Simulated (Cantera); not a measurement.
Input (Python, Cantera) and output of one run.

```python
import numpy as np
import cantera as ct

gas_names = [...]  # 95 gases of nasa_gas.yaml made of C, F, H
cond_names = """
    C(gr) C6H6(L) C7H8(L) C8H18(L),n-octa
""".split()


# ... load() reads the species with a 1 bar reference pressure and builds the phases ...
atoms = {
    'CF4': {'C': 1, 'F': 4},
    'H2': {'H': 2},
}
top_T = {'C(gr)': 4500}  # K; cautious upper limits of use, not melting points


# ... equilibrate(T, P, feed) seeds the gas with the atoms and calls Mixture.equilibrate('TP', solver="vcs", rtol=1e-11, max_steps=5000) ...
results = []
feed = {'CF4': 1, 'H2': 0.089}  # mol
P = 17  # Pa
for T in [725, 925, 1125, 1325, 1525, 1725, 1925, 2125, 2325, 2525]:
    mix = equilibrate(T, P, feed)
    results.append((T, P, feed, dict(zip(mix.species_names, mix.species_moles))))

top = {s: max(r[3][s] / sum(r[3][g] for g in gas_names) for r in results) for s in gas_names}
cols = sorted((s for s in top if top[s] > 1e-06), key=lambda s: -top[s])[:5]
seen = [c for c in cond_names if any(r[3].get(c, 0) > 1e-12 for r in results)]
print("log10 of partial pressures in bar; condensed amounts in mol")
print(f"{'T/K':>10s}" + "".join(f"{s[:9]:>10s}" for s in cols + seen))
for T, P, feed, n in results:
    ng = sum(n[g] for g in gas_names)
    print(f"{T:10.4g}" + "".join(f"{np.log10(max(n[s] / ng * P / 1e5, 1e-99)):10.3f}" for s in cols)
          + "".join(f"{n.get(c, 0):10.4g}" for c in seen))
```

Result:

```
log10 of partial pressures in bar; condensed amounts in mol
       T/K         F       CF4       CF2        HF        CF     C(gr)
       725   -18.422    -3.844   -16.807    -4.574   -28.605    0.0445
       925   -13.508    -3.844   -12.387    -4.574   -20.991    0.0445
      1125   -10.338    -3.844    -9.550    -4.574   -16.093    0.0445
      1325    -8.121    -3.844    -7.579    -4.574   -12.682   0.04442
      1525    -6.486    -3.847    -6.133    -4.575   -10.173   0.04249
      1725    -5.238    -3.888    -5.048    -4.597    -8.261   0.02241
      1925    -4.265    -4.209    -4.453    -4.758    -6.995         0
      2125    -3.915    -5.821    -4.441    -5.027    -5.997    0.2613
      2325    -3.825    -8.142    -5.023    -5.098    -5.563    0.7251
      2525    -3.813   -10.355    -5.646    -5.123    -5.266    0.7604
```

Method: chemical equilibrium by Gibbs-energy minimisation in Cantera with the NASA 1993 tables (ideal gas, pure condensed phases). Condensed phases not in the tables: fluorocarbon polymer. Gases not in the tables: C2F6 and larger saturated fluorocarbons.
